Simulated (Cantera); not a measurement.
**Adiabatic ignition**

An adiabatic, constant-volume homogeneous reactor starts with CH4 : C2H6 : C3H8 : O2 : N2 : H2O = 1 : 0.061 : 0.22 : 3.01 : 11.3 : 1.8 (molar parts), at 1298 K and 0.210 bar.

Computed with Cantera and GRI-Mech 3.0 (53 species, 325 reactions). GRI-Mech 3.0 was tuned for natural gas; its chemistry of propane as a main component is partial and can be far from experiment.

```csv
t (s),T (K),P (bar),x CH4,x C2H6,x C3H8,x H2,x CH2,x NO2,x H2O
2.00e-6,1298,0.210,0.0575,0.00351,0.0126,1.42e-8,<1e-12,<1e-12,0.104
5.49e-6,1298,0.210,0.0575,0.00351,0.0126,1.89e-7,1.29e-12,<1e-12,0.104
1.51e-5,1298,0.210,0.0575,0.00351,0.0126,1.58e-6,1.84e-11,<1e-12,0.104
4.13e-5,1298,0.210,0.0575,0.00350,0.0126,7.68e-6,1.15e-10,<1e-12,0.104
0.000113,1297,0.210,0.0575,0.00350,0.0126,3.01e-5,8.59e-10,<1e-12,0.104
0.000311,1296,0.210,0.0573,0.00349,0.0123,0.000144,5.47e-9,<1e-12,0.104
0.000854,1298,0.210,0.0569,0.00363,0.0114,0.000598,9.86e-9,<1e-12,0.104
0.00234,1313,0.214,0.0549,0.00393,0.00839,0.00278,2.96e-8,<1e-12,0.107
0.00643,2652,0.461,<1e-12,<1e-12,<1e-12,0.0302,<1e-12,3.42e-7,0.214
0.0176,2646,0.459,<1e-12,<1e-12,<1e-12,0.0306,<1e-12,8.69e-7,0.214
0.0484,2645,0.459,<1e-12,<1e-12,<1e-12,0.0307,<1e-12,9.11e-7,0.214
0.133,2645,0.459,<1e-12,<1e-12,<1e-12,0.0307,<1e-12,9.11e-7,0.214
0.364,2645,0.459,<1e-12,<1e-12,<1e-12,0.0307,<1e-12,9.11e-7,0.214
1.00,2645,0.459,<1e-12,<1e-12,<1e-12,0.0307,<1e-12,9.11e-7,0.214
```
x: mole fraction; the columns are a selection and need not sum to one.

The time of steepest temperature rise comes out as 3.68 ms. The temperature at 1.00 s is 2645 K. The equilibrium temperature is 2645 K. The x(CH4) at 1.00 s is <1e-12 (gas-phase equilibrium <1e-12). The x(C2H6) at 1.00 s comes out as <1e-12 (gas-phase equilibrium <1e-12) and the x(C3H8) at 1.00 s comes out as <1e-12 (gas-phase equilibrium <1e-12).
